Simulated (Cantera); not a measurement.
An adiabatic, constant-pressure homogeneous reactor starts with H₂ : O₂ : N₂ = 1 : 1.56 : 5.88 (molar parts), equivalence ratio 0.32, at 1598 K and 500000 Pa.

Model: the H2/O2 subset of GRI-Mech 3.0, which has no nitrogen chemistry, integrated in Cantera. The hydrogen kinetics of GRI-Mech 3.0 are dated; newer H2 mechanisms differ, most at raised pressure.

One state of this run: T (K) = 2246; x H₂ = 0.00356; x O₂ = 0.126; x OH = 0.0150; x H₂O₂ = 7.33e-7; x H₂O = 0.112; x O = 0.00945. x: mole fraction; the columns are a selection and need not sum to one.

Problem. Which value of t (s) does it belong to?
A) 1.45
B) 7.59e-6
C) 2.09e-5
D) 4.00

Solution. B, 7.59e-6
